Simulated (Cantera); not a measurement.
Input (Python, Cantera):

```python
import numpy as np
import cantera as ct

gas = ct.Solution("gri30.yaml")
gas.TPX = 1298, 2666, {'H2': 0.0053, 'O2': 1, 'N2': 0.3}
reactor = ct.IdealGasConstPressureReactor(gas, energy="off", clone=False)
net = ct.ReactorNet([reactor])
net.rtol, net.atol = 1e-08, 1e-18
show = ['H2', 'O2', 'NO', 'O', 'HO2', 'H']
times = np.geomspace(1e-05, 10, 10)

steps = ct.SolutionArray(gas, extra=["t"])
rows = []
print(f"{'t/s':>10s}{'T/K':>9s}{'P/Pa':>11s}" + "".join(f"{s:>11s}" for s in show))
for t in times:
    while net.time < t:
        t_next = net.step()
        steps.append(gas.state, t=t_next)
    rows.append([np.interp(t, steps.t, y) for y in (steps.T, steps.P, *steps(*show).X.T)])
    print(f"{t:10.3e}{rows[-1][0]:9.1f}{rows[-1][1]:11.4g}" + "".join(f"{x:11.3e}" for x in rows[-1][2:]))
rate = np.gradient(steps.T, steps.t)
print("integrator steps:", len(steps.t))
if steps.T.max() > steps.T[0] + 200:
    print(f"time of steepest temperature rise: {steps.t[rate.argmax()]:.4e} s")
gas.TPX = 1298, 2666, {'H2': 0.0053, 'O2': 1, 'N2': 0.3}
gas.equilibrate("TP")
print(f"equilibrium (TP): T = {gas.T:.1f} K  " + "  ".join(f"{s} {gas[s].X[0]:.3e}" for s in show))
```

Result:

```
       t/s      T/K       P/Pa         H2         O2         NO          O        HO2          H
 1.000e-05   1298.0       2666  4.060e-03  7.661e-01  4.049e-22  7.343e-11  3.168e-10  2.438e-10
 4.642e-05   1298.0       2666  4.060e-03  7.661e-01  3.548e-20  9.535e-10  1.472e-09  5.628e-10
 2.154e-04   1298.0       2666  4.060e-03  7.661e-01  1.628e-18  7.709e-09  6.837e-09  1.006e-09
 1.000e-03   1298.0       2666  4.060e-03  7.661e-01  8.506e-17  1.104e-07  3.190e-08  6.617e-09
 4.642e-03   1298.0       2666  3.704e-03  7.658e-01  4.707e-13  2.441e-04  5.846e-07  1.369e-05
 2.154e-02   1298.0       2666  8.422e-06  7.625e-01  1.450e-09  3.330e-03  5.002e-07  6.815e-05
 1.000e-01   1298.0       2666  5.664e-06  7.635e-01  8.912e-09  2.212e-03  4.056e-07  3.713e-05
 4.642e-01   1298.0       2666  1.665e-06  7.650e-01  2.483e-08  6.381e-04  2.019e-07  5.813e-06
 2.154e+00   1298.0       2666  1.828e-07  7.655e-01  3.704e-08  6.944e-05  4.610e-08  2.106e-07
 1.000e+01   1298.0       2666  1.601e-08  7.656e-01  4.185e-08  6.094e-06  8.839e-09  5.498e-09
integrator steps: 1331
equilibrium (TP): T = 1298.0 K  H2 2.399e-09  O2 7.654e-01  NO 4.052e-04  O 9.202e-07  HO2 7.897e-09  H 3.236e-10
```

Cantera simulation using GRI-Mech 3.0 (53 species, 325 reactions); the numbers are that mechanism's predictions, not measurements. Radical loss at walls, strong at low pressure, is not modelled.
